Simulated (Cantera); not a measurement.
# Aluminium and copper etching: Cu + F2 + N2

Feed: 1 mol Cu, a varied amount of F2, 0.55 mol N2, equilibrated at 525 °C and 4.70e-5 bar.

Cantera equilibrium calculation (NASA polynomials, part measured and part estimated; ideal gas, pure solids and liquids). Candidate condensed phases: Cu, CuF2; 11 gas species. Kinetics and transport are ignored.

| n(F2) (mol) | log p N2 | log p F | log p F2 | log p CuF | log p CuF2 | log p NF3 | log p NF2 | n Cu(s) | n CuF2(s) |
|---|---|---|---|---|---|---|---|---|---|
| 0.46 | -4.33 | -15.73 | <-16 | -8.14 | -8.31 | <-16 | <-16 | 0.540 | 0.460 |
| 0.57 | -4.33 | -15.73 | <-16 | -8.14 | -8.31 | <-16 | <-16 | 0.430 | 0.570 |
| 0.69 | -4.33 | -15.73 | <-16 | -8.14 | -8.31 | <-16 | <-16 | 0.310 | 0.690 |
| 0.8 | -4.33 | -15.73 | <-16 | -8.14 | -8.31 | <-16 | <-16 | 0.200 | 0.800 |
| 0.92 | -4.33 | -15.73 | <-16 | -8.14 | -8.31 | <-16 | <-16 | 0.0800 | 0.920 |
| 1 | -4.33 | -11.94 | <-16 | -11.93 | -8.31 | <-16 | <-16 | 0 | 1.000 |
| 1.2 | -4.54 | -4.84 | -5.49 | <-16 | -8.31 | -9.17 | -12.60 | 0 | 1.000 |
| 1.3 | -4.61 | -4.76 | -5.33 | <-16 | -8.31 | -8.97 | -12.47 | 0 | 1.000 |
| 1.4 | -4.67 | -4.71 | -5.23 | <-16 | -8.31 | -8.85 | -12.41 | 0 | 1.000 |
| 1.5 | -4.72 | -4.68 | -5.17 | <-16 | -8.31 | -8.78 | -12.37 | 0 | 1.000 |
| 1.6 | -4.77 | -4.65 | -5.12 | <-16 | -8.31 | -8.74 | -12.35 | 0 | 1.000 |
| 1.7 | -4.81 | -4.63 | -5.08 | <-16 | -8.31 | -8.70 | -12.33 | 0 | 1.000 |
| 1.8 | -4.85 | -4.62 | -5.06 | <-16 | -8.31 | -8.68 | -12.32 | 0 | 1.000 |
log p: log10 of the partial pressure in bar; n: condensed amount in mol.

From 0.46 mol F2 to 0.92 mol F2 the condensed part is Cu(s) + CuF2(s). From 1 mol F2 to 1.8 mol F2 the condensed part is CuF2(s). The main Cu-bearing gas is CuF at 0.46 mol F2 and CuF2 at 1.8 mol F2.
